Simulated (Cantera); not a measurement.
Standard-state values (1 bar) from the NASA 1993 polynomials, evaluated with Cantera. Values are per mole of reaction as written; species without (g) are pure solids or liquids, kept so even where they would boil at 1 bar. TiC: taken at fixed stoichiometry.

Task: Between 975 and 2475 K, where is each reaction favourable under standard conditions?
- C + Ti ⇌ TiC

Result: 
- C + Ti ⇌ TiC: ΔG° is -173 kJ at 975 K and -145 kJ at 2475 K; it stays negative (K > 1). ΔH° is -211 kJ and ΔS° -26 J/K at 2475 K.
